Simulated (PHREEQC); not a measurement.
Make-up at 35 °C: 0.0078 mol KOH, 0.0065 mol KNO3 and 0.0004 mol CO2 per kg of water. Closed to the air; pH follows from the charge balance.

Computed with PHREEQC (ion-association model, phreeqc.dat).

Q: The ionic strength comes out as 0.0147 mol/kgw. What activity coefficients do OH-, K+, HCO3-, CO3-2, NO3- get?

A: OH- 0.88, K+ 0.88, HCO3- 0.89, CO3-2 0.62, NO3- 0.88.

Precipitation was switched off in this run.
